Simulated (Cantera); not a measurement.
Low-pressure radical oxidation in H2/O2

An isothermal, constant-pressure homogeneous reactor starts with 0.656 % H₂, 99.3 % O₂, equivalence ratio 0.0033, at 1100 K and 0.0158 atm.

Computed with Cantera and the H2/O2 subset of GRI-Mech 3.0, which has no nitrogen chemistry. Radical loss at walls, strong at low pressure, is not modelled.

```
t (s)         x H₂   x O₂    x H₂O₂      x OH       x O       x H
--------  --------  -----  --------  --------  --------  --------
0.000100   0.00656  0.993    <1e-12  4.62e-11  4.83e-11  4.59e-11
0.000214   0.00656  0.993    <1e-12  1.40e-10  1.54e-10  6.44e-11
0.000459   0.00656  0.993    <1e-12  3.87e-10  4.68e-10  9.92e-11
0.000983   0.00656  0.993    <1e-12   1.17e-9   1.61e-9  2.10e-10
0.00211    0.00656  0.993    <1e-12   5.52e-9   8.51e-9  8.37e-10
0.00451    0.00656  0.993  2.50e-12   9.32e-8   1.49e-7   1.35e-8
0.00966    0.00648  0.993  2.39e-10   3.30e-5   5.34e-5   4.92e-6
0.0207    0.000151  0.988   3.99e-8  0.000574   0.00487  0.000337
0.0443     1.69e-5  0.989   1.55e-8  0.000329   0.00421  0.000165
0.0950     1.15e-5  0.990   1.52e-8  0.000272   0.00288   9.29e-5
0.203      6.04e-6  0.992   1.44e-8  0.000198   0.00152   3.56e-5
0.436      2.37e-6  0.993   1.26e-8  0.000125  0.000598   8.85e-6
0.934      7.26e-7  0.993   9.39e-9   6.99e-5  0.000187   1.55e-6
2.00       1.96e-7  0.993   5.55e-9   3.68e-5   5.13e-5   2.24e-7
```
x: mole fraction; the columns are a selection and need not sum to one.

Equilibrium at this temperature and pressure: H₂ 6.92e-11, O₂ 0.993, H₂O₂ 7.49e-12, OH 7.25e-7, O 1.98e-8, H 1.71e-12 (gas phase only).
